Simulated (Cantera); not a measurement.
**Catalytic combustion on Pt**

An isothermal plug-flow reactor at 925 K and 1880 Torr (inlet), inlet velocity 0.12 m/s, active area per volume 320 1/m; feed CH4 : O2 : N2 = 0.0072 : 0.13 : 0.79 (molar parts).

Model: Deutschmann's 1995 Pt surface mechanism with GRI-Mech 3.0 gas chemistry, integrated in Cantera. Catalytic surfaces can have several steady states; this one follows from the mechanism file's or the stated starting coverage. Mass transfer to the wall is taken as infinitely fast.

```tsv
z (m)	x CH4	x O2	x H2O	x CO2	x CO	θ free Pt	θ O*	θ OH*
0.00015	0.00774	0.140	5.50e-5	2.62e-5	1.27e-6	0.0822	0.918	0.000227
0.00028	0.00771	0.140	0.000103	4.95e-5	1.74e-6	0.0822	0.917	0.000289
0.00055	0.00766	0.140	0.000201	9.84e-5	2.04e-6	0.0822	0.917	0.000387
0.0011	0.00757	0.140	0.000399	0.000197	2.09e-6	0.0822	0.917	0.000532
0.002	0.00741	0.139	0.000718	0.000357	2.05e-6	0.0822	0.917	0.000705
0.0039	0.00708	0.139	0.00137	0.000682	1.96e-6	0.0823	0.917	0.000967
0.0076	0.00648	0.138	0.00256	0.00128	1.80e-6	0.0824	0.916	0.00132
0.015	0.00543	0.136	0.00466	0.00233	1.52e-6	0.0826	0.916	0.00178
```
x: gas mole fraction; θ: surface coverage.
